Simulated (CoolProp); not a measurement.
Vapour-liquid equilibrium of carbon dioxide (1) + carbonyl sulfide (2) at 9.11 bar; x and y are mole fractions of (1).

Values from CoolProp's multi-fluid Helmholtz-energy mixture model, Span 1996 and Lemmon 2006; pair parameters Bell 2016.

```json
[
 {"x": "0.05", "bubble temperature (°C)": "1.5", "y at the bubble point": "0.263", "dew temperature at overall composition x (°C)": "10.0", "liquid density (mol/L)": "17.70"},
 {"x": "0.15", "bubble temperature (°C)": "-12.6", "y at the bubble point": "0.549", "dew temperature at overall composition x (°C)": "6.1", "liquid density (mol/L)": "18.68"},
 {"x": "0.25", "bubble temperature (°C)": "-21.1", "y at the bubble point": "0.686", "dew temperature at overall composition x (°C)": "2.0", "liquid density (mol/L)": "19.48"},
 {"x": "0.35", "bubble temperature (°C)": "-26.6", "y at the bubble point": "0.764", "dew temperature at overall composition x (°C)": "-2.4", "liquid density (mol/L)": "20.20"},
 {"x": "0.45", "bubble temperature (°C)": "-30.5", "y at the bubble point": "0.814", "dew temperature at overall composition x (°C)": "-7.3", "liquid density (mol/L)": "20.90"},
 {"x": "0.55", "bubble temperature (°C)": "-33.4", "y at the bubble point": "0.852", "dew temperature at overall composition x (°C)": "-12.6", "liquid density (mol/L)": "21.61"},
 {"x": "0.65", "bubble temperature (°C)": "-35.8", "y at the bubble point": "0.885", "dew temperature at overall composition x (°C)": "-18.7", "liquid density (mol/L)": "22.36"},
 {"x": "0.75", "bubble temperature (°C)": "-37.9", "y at the bubble point": "0.915", "dew temperature at overall composition x (°C)": "-25.6", "liquid density (mol/L)": "23.17"},
 {"x": "0.85", "bubble temperature (°C)": "-39.9", "y at the bubble point": "0.946", "dew temperature at overall composition x (°C)": "-33.2", "liquid density (mol/L)": "24.07"},
 {"x": "0.95", "bubble temperature (°C)": "-41.7", "y at the bubble point": "0.980", "dew temperature at overall composition x (°C)": "-40.1", "liquid density (mol/L)": "25.06"}
]
```

No azeotrope shows between x = 0.05 and 0.95.

Pair parameters are fitted to limited data, so mixtures are less certain than the pure fluids.
